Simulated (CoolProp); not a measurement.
The numbers come from the reference Helmholtz-energy equation of state, Thol 2019 in CoolProp.

Question: Give the vapour pressure (kPa), surface tension (mN/m), liquid conductivity (mW/(m K)) of saturated n-hexane at 349.7, 361.1 K.

Answer: 
```
T (K)  p (kPa)  surface tension (mN/m)  liquid conductivity (mW/(m K))
-----  -------  ----------------------  ------------------------------
349.7      129                    12.6                             106
361.1      179                    11.5                             103
```

Thermal conductivity comes from a separate model (Assael 2013). Surface tension comes from a separate correlation (Mulero 2012).
